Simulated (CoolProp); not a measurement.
Vapour-liquid equilibrium of benzene (1) + cyclohexane (2) at 416.9 K; x and y are mole fractions of (1).

Model: multi-fluid Helmholtz-energy mixture model, Thol 2012 and Zhou 2014; pair parameters Bell 2016, in CoolProp.

**Question.** Give the bubble pressure and the first vapour's composition at x = 0.15, 0.55, 0.75. Is there an azeotrope?

**Answer.** x = 0.15: 510.1 kPa, y = 0.180; x = 0.55: 539.4 kPa, y = 0.558; x = 0.75: 536.6 kPa, y = 0.734. y crosses x between x = 0.55 and 0.65: the model has an azeotrope there.

The pair parameters rest on a limited set of measurements; away from them the model extrapolates.
